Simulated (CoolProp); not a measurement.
Saturation properties of cyclohexane.

Computed with CoolProp (reference Helmholtz-energy equation of state, Zhou 2014).

| T (K) | p (MPa) | vapour density (kg/m³) | enthalpy of vaporisation (kJ/kg) | liquid cp (kJ/(kg K)) | surface tension (mN/m) | vapour viscosity (µPa s) |
|---|---|---|---|---|---|---|
| 297.7 | 0.01276 | 0.4373 | 392.8 | 1.857 | 24.5 | 7.00 |
| 319.5 | 0.03160 | 1.017 | 379.0 | 1.960 | 21.9 | 7.42 |
| 341.2 | 0.06811 | 2.079 | 364.9 | 2.065 | 19.3 | 7.85 |
| 362.9 | 0.1319 | 3.853 | 350.1 | 2.173 | 16.9 | 8.29 |
| 384.6 | 0.2344 | 6.619 | 334.4 | 2.286 | 14.5 | 8.74 |
| 406.4 | 0.3895 | 10.74 | 317.3 | 2.407 | 12.2 | 9.24 |
| 428.1 | 0.6099 | 16.63 | 298.6 | 2.538 | 9.95 | 9.81 |
| 449.8 | 0.9116 | 24.91 | 277.5 | 2.685 | 7.83 | 10.5 |
| 471.6 | 1.313 | 36.58 | 252.9 | 2.860 | 5.82 | 11.4 |
| 493.3 | 1.828 | 53.17 | 223.7 | 3.085 | 3.95 | 12.5 |

It boils at 353.9 K under 1 atm.

Viscosity comes from a separate model (Tariq 2014). Surface tension comes from a separate correlation (Mulero 2012).
